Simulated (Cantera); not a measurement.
# Thermodynamics of silicon epitaxy and polysilicon growth, feed SiHCl3 + HCl + H2

Input: 1 mol SiHCl3, 0.87 mol HCl, 37 mol H2, at 1.33 mbar.

Cantera equilibrium calculation (NASA polynomials, part measured and part estimated; ideal gas, pure solids and liquids). Candidate condensed phases: Si; 19 gas species. The tables' values for SiCl, SiCl3 are old estimates; treat these amounts as uncertain. Gases not in the tables: Si2H6 and higher silanes. Rates play no part.

| T (K) | x H2 | x HCl | x SiCl2 | x H | x Si | x Cl | x SiCl | x SiCl3 | n Si(s) | n Si(l) |
|---|---|---|---|---|---|---|---|---|---|---|
| 1473 | 0.918 | 0.0664 | 0.0151 | 0.000332 | 4.11e-6 | 1.95e-5 | 9.59e-6 | 0.000114 | 0.392 | 0 |
| 1523 | 0.918 | 0.0658 | 0.0154 | 0.000606 | 1.35e-5 | 3.49e-5 | 2.04e-5 | 8.34e-5 | 0.379 | 0 |
| 1573 | 0.918 | 0.0653 | 0.0157 | 0.00107 | 4.12e-5 | 6.03e-5 | 4.14e-5 | 6.23e-5 | 0.367 | 0 |
| 1623 | 0.917 | 0.0647 | 0.0160 | 0.00181 | 0.000117 | 0.000101 | 8.02e-5 | 4.73e-5 | 0.352 | 0 |
| 1673 | 0.916 | 0.0641 | 0.0162 | 0.00299 | 0.000313 | 0.000163 | 0.000149 | 3.65e-5 | 0.333 | 0 |
| 1723 | 0.914 | 0.0646 | 0.0158 | 0.00477 | 0.000738 | 0.000261 | 0.000254 | 2.80e-5 | 0 | 0.325 |
| 1773 | 0.910 | 0.0654 | 0.0151 | 0.00743 | 0.00160 | 0.000411 | 0.000407 | 2.15e-5 | 0 | 0.308 |
x: gas mole fraction; n: condensed amount in mol.

From 1473 K to 1673 K the condensed part is Si(s). From 1723 K to 1773 K the condensed part is Si(l). The main Si-bearing gas is SiCl2 throughout. The share of Si in condensed phases is highest at 1473 K (39.2 %) and lowest at 1773 K (30.8 %).
